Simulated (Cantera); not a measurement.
Charge: 1 mol SiCl4, 0.13 mol Cl2, a varied amount of N2, at 752 °C and 0.0430 bar.

Cantera equilibrium calculation (NASA polynomials, part measured and part estimated; ideal gas, pure solids and liquids). Candidate condensed phases: Si, Si3N4; 13 gas species. The numbers say what is thermodynamically allowed, not how fast it happens.

At 190 mol N2, list the 4 most abundant gas species with their mole fractions, and the condensed phases.

N2 0.994, SiCl4 0.00523, Cl2 0.000646, Cl 6.86e-5. Condensed: gas only.
